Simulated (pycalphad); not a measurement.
**Phase fractions of Si-0.9748C (wt.%)**

CALPHAD calculation (pycalphad, COST 507 light-alloy database (1999)), 1 atm. The database dates from 1999; later assessments differ in places, in temperatures and in the compounds included. Phase fractions are per mole of atoms. Diffusion is slow at the low end, where real alloys seldom reach equilibrium.

| T (K) | liquid | CSI | diamond (Si) |
|---|---|---|---|
| 2600 | 0.994 | 0.006 | - |
| 2500 | 0.979 | 0.021 | - |
| 2400 | 0.969 | 0.031 | - |
| 2300 | 0.963 | 0.037 | - |
| 2200 | 0.959 | 0.041 | - |
| 2100 | 0.957 | 0.043 | - |
| 2000 | 0.956 | 0.044 | - |
| 1900 | 0.955 | 0.045 | - |
| 1800 | 0.955 | 0.045 | - |
| 1700 | 0.955 | 0.045 | - |
| 1600 | - | 0.045 | 0.955 |
| 1500 | - | 0.045 | 0.955 |
| 1400 | - | 0.045 | 0.955 |
| 1300 | - | 0.045 | 0.955 |
| 1200 | - | 0.045 | 0.955 |
| 1100 | - | 0.045 | 0.955 |
| 1000 | - | 0.045 | 0.955 |
| 900 | - | 0.045 | 0.955 |
| 800 | - | 0.045 | 0.955 |
| 700 | - | 0.045 | 0.955 |
| 600 | - | 0.045 | 0.955 |
| 500 | - | 0.045 | 0.955 |

Database names, with the compositions (at.%) that they take in these runs: CSI: Si 50 C 50.
